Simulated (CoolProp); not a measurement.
Vapour-liquid equilibrium of n-hexane (1) + p-xylene (2) at 433 K; x and y are mole fractions of (1).

Values from CoolProp's multi-fluid Helmholtz-energy mixture model, Thol 2019 and Zhou 2012; pair parameters Bell 2016.

```csv
x,"bubble pressure, mixture model (bar)","bubble pressure, Raoult's law (bar)","y, mixture model","y, Raoult's law"
0.05,2.163,2.111,0.221,0.215
0.15,2.966,2.845,0.473,0.479
0.25,3.725,3.580,0.615,0.635
0.35,4.450,4.315,0.708,0.737
0.45,5.150,5.049,0.775,0.810
0.55,5.837,5.784,0.829,0.864
0.65,6.522,6.519,0.873,0.906
0.75,7.217,7.253,0.912,0.940
0.85,7.935,7.988,0.948,0.967
0.95,8.692,8.723,0.983,0.990
```

The largest gap from Raoult's law is +4.3 % in bubble pressure, at x = 0.15. No azeotrope shows between x = 0.05 and 0.95.

The pair parameters rest on a limited set of measurements; away from them the model extrapolates. The gap from Raoult's law changes sign with composition, which may be real or a fault of the pair parameters; it wasn't checked against measurements.
